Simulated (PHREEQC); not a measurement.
NaOH is added in steps, without added water, to 1 kg of water holding 170 mmol/kgw HBF4, at 20 °C. Oxygen is held at 0.21 atm. The system is closed to CO2. Precipitation was switched off in this run.

Base run: PHREEQC, ion-association model, phreeqc.dat. Each further column changes one thing. The table gives F- (mol/kgw).

```
NaOH added (mol)      base  metal-ligand complexes left out  all activity coefficients set to 1  Davies equation for every ion  database wateq4f.dat
----------------  --------  -------------------------------  ----------------------------------  -----------------------------  --------------------
0                 0.000128                         0.000128                             8.18e-5                       0.000129              0.000124
0.1335            0.000466                         0.000466                            0.000299                       0.000469              0.000453
0.2447              0.0742                           0.0790                              0.0699                         0.0737                0.0739
0.3782               0.205                            0.223                               0.188                          0.203                 0.204
0.5118               0.343                            0.380                               0.306                          0.336                 0.340
0.6452               0.517                            0.582                               0.454                          0.503                 0.513
0.7565               0.576                            0.658                               0.495                          0.557                 0.573
0.89                 0.580                            0.676                               0.483                          0.557                 0.582
```

The ionic strength passes 0.7 mol/kgw, the rough limit of the ion-association models, in part of: base; metal-ligand complexes left out; Davies equation for every ion; database wateq4f.dat. Real BF4- forms and hydrolyses slowly; the run takes it at equilibrium. phreeqc.dat and wateq4f.dat share most of their constants, so their agreement is no independent check.
